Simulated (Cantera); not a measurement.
Input (Python, Cantera) and output of one run.

```python
import numpy as np
import cantera as ct

gas_names = [...]  # 91 gases of nasa_gas.yaml made of C, Cl, H
cond_names = """
    C(gr) C6H6(L) C7H8(L) C8H18(L),n-octa
""".split()


# ... load() reads the species with a 1 bar reference pressure and builds the phases ...
atoms = {
    'CH3Cl': {'C': 1, 'H': 3, 'CL': 1},
}
top_T = {'C(gr)': 4500}  # K; cautious upper limits of use, not melting points


# ... equilibrate(T, P, feed) seeds the gas with the atoms and calls Mixture.equilibrate('TP', solver="vcs", rtol=1e-11, max_steps=5000) ...
results = []
feed = {'CH3Cl': 1}  # mol
P = 22000  # Pa
for T in [1773, 1873, 1973, 2073, 2173, 2273, 2373, 2473, 2573, 2673, 2773, 2873, 2973]:
    mix = equilibrate(T, P, feed)
    results.append((T, P, feed, dict(zip(mix.species_names, mix.species_moles))))

top = {s: max(r[3][s] / sum(r[3][g] for g in gas_names) for r in results) for s in gas_names}
cols = sorted((s for s in top if top[s] > 0.001), key=lambda s: -top[s])[:5]
seen = [c for c in cond_names if any(r[3].get(c, 0) > 1e-12 for r in results)]
print("log10 of partial pressures in bar; condensed amounts in mol")
print(f"{'T/K':>10s}" + "".join(f"{s[:9]:>10s}" for s in cols + seen))
for T, P, feed, n in results:
    ng = sum(n[g] for g in gas_names)
    print(f"{T:10.4g}" + "".join(f"{np.log10(max(n[s] / ng * P / 1e5, 1e-99)):10.3f}" for s in cols)
          + "".join(f"{n.get(c, 0):10.4g}" for c in seen))
```

It prints:

```
log10 of partial pressures in bar; condensed amounts in mol
       T/K        H2       HCL         H        CL C2H2,acet     C(gr)
      1773    -0.959    -0.959    -4.025    -4.140    -4.813    0.9996
      1873    -0.959    -0.960    -3.670    -3.791    -4.465    0.9993
      1973    -0.960    -0.961    -3.350    -3.477    -4.153    0.9987
      2073    -0.961    -0.963    -3.061    -3.194    -3.873    0.9975
      2173    -0.963    -0.966    -2.798    -2.938    -3.619    0.9955
      2273    -0.967    -0.971    -2.559    -2.705    -3.390    0.9924
      2373    -0.972    -0.979    -2.341    -2.494    -3.183    0.9876
      2473    -0.980    -0.992    -2.142    -2.303    -2.995    0.9806
      2573    -0.991    -1.009    -1.960    -2.131    -2.827    0.9707
      2673    -1.007    -1.033    -1.794    -1.976    -2.677     0.957
      2773    -1.029    -1.065    -1.643    -1.839    -2.545    0.9384
      2873    -1.058    -1.107    -1.507    -1.719    -2.432     0.913
      2973    -1.097    -1.160    -1.386    -1.616    -2.337    0.8772
```

These are equilibrium values from Cantera (NASA tables, ideal gas, pure condensed phases), not measurements of a reactor.
